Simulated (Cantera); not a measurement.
**Sublimation and decomposition of ceramics: Si₃N₄ + Si + N₂**

Charge: 1 mol Si₃N₄, 0.0089 mol Si, 8.9 mol N₂, equilibrated at 2325 K and 2.20 mbar.

Equilibrium computed with Cantera from the NASA thermochemical tables; the gas is ideal and each condensed phase is pure. Candidate condensed phases: Si, Si₃N₄; 7 gas species. The tables' values for SiN are old estimates; treat these amounts as uncertain. The numbers say what is thermodynamically allowed, not how fast it happens.

| Property | Value |
|---|---|
| x(N₂) | 0.785 |
| x(Si) | 0.211 |
| x(Si₂) | 0.00170 |
| x(SiN) | 0.00117 |
| x(Si₂N) | 0.000472 |
| x(Si₃) | 0.000126 |
| gas amount | 13.86 mol |
| log10 activity of Si(l) (absent) | -0.40 |
